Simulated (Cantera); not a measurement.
## Equilibrium for silicon carbide growth: SiH4 + C2H4 + H2

Input: 1 mol SiH4, 0.065 mol C2H4, a varied amount of H2, held at 2450 K and 0.133 bar.

Equilibrium computed with Cantera from the NASA thermochemical tables; the gas is ideal and each condensed phase is pure. Candidate condensed phases: C, C6H6, C7H8, C8H18, Si, SiC; 87 gas species. Mutual solubility and eutectic melting of coexisting phases are not modelled. Gases not in the tables: Si2H6 and higher silanes. Rates play no part.

From 1.5 mol H2 to 14 mol H2 the condensed part is Si(l) + SiC(s). At 25 mol H2 the condensed part is SiC(s). From 44 mol H2 to 240 mol H2 nothing is condensed. The main Si-bearing gas is Si throughout.

```tsv
n(H2) (mol)	x H2	x H	x Si	x Si2C	x SiH	x SiH2	x Si2	n Si(l)	n SiC(s)
1.5	0.915	0.0526	0.0243	0.00305	0.00242	0.000779	0.000602	0.750	0.114
2.7	0.915	0.0526	0.0243	0.00305	0.00242	0.000779	0.000602	0.711	0.108
4.7	0.915	0.0526	0.0243	0.00305	0.00242	0.000779	0.000602	0.645	0.0991
8.1	0.915	0.0526	0.0243	0.00305	0.00242	0.000779	0.000602	0.533	0.0837
14	0.915	0.0526	0.0243	0.00305	0.00242	0.000779	0.000602	0.339	0.0570
25	0.916	0.0527	0.0238	0.00298	0.00237	0.000762	0.000575	0	0.00791
44	0.927	0.0530	0.0152	0.00135	0.00153	0.000495	0.000236	0	0
77	0.935	0.0532	0.00956	0.000504	0.000964	0.000313	9.31e-5	0	0
130	0.939	0.0533	0.00602	0.000176	0.000609	0.000198	3.70e-5	0	0
240	0.942	0.0534	0.00341	4.55e-5	0.000345	0.000113	1.18e-5	0	0
```
x: gas mole fraction; n: condensed amount in mol.
